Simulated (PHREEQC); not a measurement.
# Buffer: an equilibrium model

Solution (75 °C): 0.16 mol NaHSO4, 0.00018 mol K2HPO4 and 0.028 mol NaCl per kg of water. Closed to the air; pH follows from the charge balance.

The numbers come from PHREEQC with the ion-association model, wateq4f.dat.

No solid was allowed to form.

Problem. Predict the pH, activity of water.

Solution. pH 1.50; activity of water 0.993.

Problem. In which forms is P present?

Solution. H3PO4 84 %, H2PO4- 16 % of the P.

H3PO4, which wateq4f.dat lacks, is added to it with the constant of phreeqc.dat. At this temperature some constants are extrapolated from 25 °C, and those without enthalpy data are left unchanged.
